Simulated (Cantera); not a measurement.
Gas mixture: 66.0 % O2, 34.0 % N2O, at 3.65 atm, frozen composition.

Cantera's kinetic-theory transport with the Lennard-Jones parameters of GRI-Mech 3.0, ideal gas; thermal conductivity in the multicomponent form. The composition is frozen, though it would react at the higher temperatures.

One state of this run: ρ (kg/m³) = 1.61; cp (J/kg/K) = 1158; μ (µPa s) = 44.8; λ (mW/m/K) = 71.4; Pr = 0.726; D (cm²/s) CH3 = 0.458; D (cm²/s) N2 = 0.409; D (cm²/s) NO = 0.401. D: mixture-averaged diffusion coefficient of that species in the mixture.

Q: Which value of T (K) does it belong to?
(A) 1600
(B) 1400
(C) 600
(D) 1000

A: D, 1000
